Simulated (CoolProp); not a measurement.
Saturation properties of CH3F (R41) (Tc = 317.3 K, pc = 5.906 MPa, ω = 0.200).

Values from CoolProp's reference Helmholtz-energy equation of state, Lemmon 2006. It is a short technical equation, of lower accuracy than the large ones.

```
T (K)     p (MPa)  vapour density (kg/m³)  enthalpy of vaporisation (kJ/kg)  liquid cp (kJ/(kg K))  surface tension (mN/m)
-----  ----------  ----------------------  --------------------------------  ---------------------  ----------------------
239.2      0.7152                   14.29                             414.9                  2.232                    8.85
243        0.8161                   16.28                        (withheld)             (withheld)                    8.32
246.8  (withheld)                   18.50                             399.3             (withheld)                    7.79
250.6       1.049                   20.98                             391.0                  2.321                    7.27
254.4  (withheld)                   23.72                             382.4                  2.358                    6.76
258.2       1.330                   26.78                        (withheld)                  2.400                    6.26
262    (withheld)                   30.18                             363.9                  2.447                    5.76
265.8       1.663              (withheld)                             353.9                  2.501                    5.28
269.6       1.851                   38.18                             343.4                  2.563                    4.80
273.4       2.054                   42.91                             332.3                  2.635                    4.33
```

Q: What belongs in the gaps?

A: 
- 243, enthalpy of vaporisation (kJ/kg): 407.3
- 243, liquid cp (kJ/(kg K)): 2.258
- 246.8, p (MPa): 0.9273
- 246.8, liquid cp (kJ/(kg K)): 2.288
- 254.4, p (MPa): 1.183
- 258.2, enthalpy of vaporisation (kJ/kg): 373.3
- 262, p (MPa): 1.489
- 265.8, vapour density (kg/m³): 33.96

It boils at 194.8 K under 1 atm.

Surface tension comes from a separate correlation (Mulero 2012).
